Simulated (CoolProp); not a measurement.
Vapour-liquid equilibrium of benzene (1) + n-nonane (2) at 0.0372 MPa; x and y are mole fractions of (1).

Model: multi-fluid Helmholtz-energy mixture model, Thol 2012 and Lemmon 2006; pair parameters Bell 2016, in CoolProp.

```csv
x,"bubble temperature, mixture model (K)","bubble temperature, Raoult's law (K)","y, mixture model","y, Raoult's law"
0.05,___,380.8,___,0.296
0.125,361.8,370.1,0.668,0.557
0.2,352.9,361.8,0.784,0.704
0.275,346.8,355.1,0.844,0.795
0.35,___,349.7,___,0.854
0.425,339.1,345.0,0.905,0.894
0.5,336.4,341.1,0.923,0.923
0.575,___,337.6,___,0.944
0.65,332.1,334.6,0.950,0.960
0.725,___,331.8,0.961,0.972
0.8,___,329.4,0.972,0.982
0.875,326.7,327.2,0.982,0.990
0.95,325.0,325.1,0.993,0.996
```

### Question
What belongs in the gaps?

### Answer

- 0.05, bubble temperature, mixture model (K): 375.8
- 0.05, y, mixture model: 0.401
- 0.35, bubble temperature, mixture model (K): 342.5
- 0.35, y, mixture model: 0.881
- 0.575, bubble temperature, mixture model (K): 334.2
- 0.575, y, mixture model: 0.938
- 0.725, bubble temperature, mixture model (K): 330.3
- 0.8, bubble temperature, mixture model (K): 328.5

The largest gap from Raoult's law is -8.9 K in bubble temperature, at x = 0.2. No azeotrope shows between x = 0.05 and 0.95.

Pair parameters are fitted to limited data, so mixtures are less certain than the pure fluids.
